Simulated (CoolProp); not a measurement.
Saturation properties of 1,2-dichloroethane (Tc = 561.6 K, pc = 5.226 MPa, ω = 0.269).

Model: reference Helmholtz-energy equation of state, Thol 2015, in CoolProp.

```
T (K)   p (MPa)  liquid density (kg/m³)  enthalpy of vaporisation (kJ/kg)
-----  --------  ----------------------  --------------------------------
272.5       [?]                    1282                             367.0
275    0.003118                     [?]                             365.8
277.5  0.003597                    1275                             364.6
280.1       [?]                    1271                             363.3
282.6  0.004769                    1268                             362.1
285.2  0.005481                    1264                               [?]
287.7  0.006249                    1260                             359.7
290.3       [?]                    1257                             358.4
292.8  0.008099                    1253                             357.2
295.4  0.009207                    1249                               [?]
297.9   0.01039                    1246                             354.7
```

### Question
Fill in the missing entries.

### Answer

- 272.5, p (MPa): 0.002695
- 275, liquid density (kg/m³): 1278
- 280.1, p (MPa): 0.004159
- 285.2, enthalpy of vaporisation (kJ/kg): 360.9
- 290.3, p (MPa): 0.007142
- 295.4, enthalpy of vaporisation (kJ/kg): 355.9

It boils at 356.6 K under 1 atm.
